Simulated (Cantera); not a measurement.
A perfectly stirred reactor is fed with CH4 : O2 : N2 = 0.0041 : 0.0024 : 0.66 (molar parts), equivalence ratio 3.4, at 713 Torr; it is held at 1600 K, and followed from long to short residence time.

Model: GRI-Mech 3.0 (53 species, 325 reactions), integrated in Cantera.

Q: Predict: x(CH4) at τ = 12.0 s; x(O2) at τ = 12.0 s; x(C2H) at τ = 12.0 s; x(CH2O) at τ = 12.0 s; x(CH2CO) at τ = 12.0 s; x(CH4) at τ = 79.0 ms; x(O2) at τ = 79.0 ms; x(C2H) at τ = 79.0 ms; x(CH2O) at τ = 79.0 ms; x(CH2CO) at τ = 79.0 ms.

A: 
```json
{
 "x(CH4) at τ = 12.0 s": "0.000502",
 "x(O2) at τ = 12.0 s": "8.23e-6",
 "x(C2H) at τ = 12.0 s": "2.56e-9",
 "x(CH2O) at τ = 12.0 s": "3.31e-8",
 "x(CH2CO) at τ = 12.0 s": "3.05e-7",
 "x(CH4) at τ = 79.0 ms": "0.00165",
 "x(O2) at τ = 79.0 ms": "0.000472",
 "x(C2H) at τ = 79.0 ms": "7.23e-9",
 "x(CH2O) at τ = 79.0 ms": "2.39e-6",
 "x(CH2CO) at τ = 79.0 ms": "7.64e-6"
}
```
